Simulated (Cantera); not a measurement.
An isothermal, constant-pressure homogeneous reactor starts with NO : N2 = 1 : 0.88 (molar parts), at 1575 K and 101000 Pa. Integrator tolerance rtol = 1e-08.

Model: GRI-Mech 3.0 (53 species, 325 reactions), integrated in Cantera.

What does this change do: N2 0.88 to 0.15 parts?


```csv
quantity,before,after
x(NO) at 100 s,0.145 (gas-phase equilibrium 0.00189),0.161 (gas-phase equilibrium 0.00212)
x(NO2) at 100 s,0.000601 (gas-phase equilibrium 9.18e-6),0.000905 (gas-phase equilibrium 1.32e-5)
x(O2) at 100 s,0.193 (gas-phase equilibrium 0.265),0.353 (gas-phase equilibrium 0.434)
x(N2) at 100 s,0.662 (gas-phase equilibrium 0.733),0.484 (gas-phase equilibrium 0.564)
x(N2O) at 100 s,7.41e-6 (gas-phase equilibrium 1.10e-7),9.05e-6 (gas-phase equilibrium 1.08e-7)
x(O) at 100 s,4.72e-6 (gas-phase equilibrium 5.51e-6),6.38e-6 (gas-phase equilibrium 7.05e-6)
```

What does this change do: pressure from 101000 Pa to 77000 Pa?


```
quantity                                           before                                     after
---------------  ----------------------------------------  ----------------------------------------
x(NO) at 100 s      0.145 (gas-phase equilibrium 0.00189)     0.176 (gas-phase equilibrium 0.00189)
x(NO2) at 100 s  0.000601 (gas-phase equilibrium 9.18e-6)  0.000611 (gas-phase equilibrium 8.00e-6)
x(O2) at 100 s        0.193 (gas-phase equilibrium 0.265)       0.177 (gas-phase equilibrium 0.265)
x(N2) at 100 s        0.662 (gas-phase equilibrium 0.733)       0.646 (gas-phase equilibrium 0.733)
x(N2O) at 100 s   7.41e-6 (gas-phase equilibrium 1.10e-7)   1.07e-5 (gas-phase equilibrium 9.60e-8)
x(O) at 100 s     4.72e-6 (gas-phase equilibrium 5.51e-6)   5.20e-6 (gas-phase equilibrium 6.32e-6)
```
